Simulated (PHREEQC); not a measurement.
**Metal-bearing waste water: speciation**

Dissolve 4.4 mmol/kgw Pb(NO3)2, 0.12 mmol/kgw CaCl2, 0.29 mmol/kgw NaF and 59 mmol/kgw Na2SO4 at 10 °C. Closed to the air; pH follows from the charge balance.

The numbers come from PHREEQC with the ion-association model, wateq4f.dat.

No solid was allowed to form.

### Question
Predict the pH, ionic strength.

### Answer
pH 5.76; ionic strength 0.162 mol/kgw.

### Question
In which forms is F present?

### Answer
F- 96 %, NaF 3.3 %, PbF+ 0.5 % of the F.

Examples of supersaturated solids here: Anglesite, Larnakite. Others may be too. Complexes and solids missing from the database can't appear. Away from 25 °C the constants follow the database's enthalpies or fits; those with neither stay at their 25 °C values.
